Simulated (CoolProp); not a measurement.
Diethyl ether along the isobar 179 bar: fugacity coefficient from the reference equation and from simpler models built on Tc = 194.7 °C, pc = 37.17 bar, ω = 0.282; each cubic takes its own stable root.

The numbers come from the reference Helmholtz-energy equation of state, Thol 2014 in CoolProp.

```
T (°C)          phase  reference  van der Waals  Redlich-Kwong  Soave-Redlich-Kwong  Peng-Robinson
------  -------------  ---------  -------------  -------------  -------------------  -------------
180.05         liquid     0.2027         0.2928         0.2298               0.2225         0.2014
187.35         liquid     0.2196         0.3048         0.2450               0.2412         0.2185
194.65         liquid     0.2369         0.3169         0.2605               0.2605         0.2360
201.95  supercritical     0.2546         0.3290         0.2762               0.2801         0.2539
209.25  supercritical     0.2727         0.3411         0.2920               0.3002         0.2723
216.55  supercritical     0.2911         0.3532         0.3079               0.3206         0.2909
223.85  supercritical     0.3097         0.3652         0.3238               0.3413         0.3098
231.05  supercritical     0.3283         0.3771         0.3396               0.3618         0.3286
238.35  supercritical     0.3473         0.3891         0.3556               0.3828         0.3478
245.65  supercritical     0.3663         0.4011         0.3715               0.4037         0.3671
252.95  supercritical     0.3854         0.4130         0.3874               0.4247         0.3864
260.25  supercritical     0.4045         0.4248         0.4032               0.4456         0.4056
267.55  supercritical     0.4235         0.4365         0.4189               0.4664         0.4247
274.85  supercritical     0.4424         0.4482         0.4344               0.4869         0.4437
```
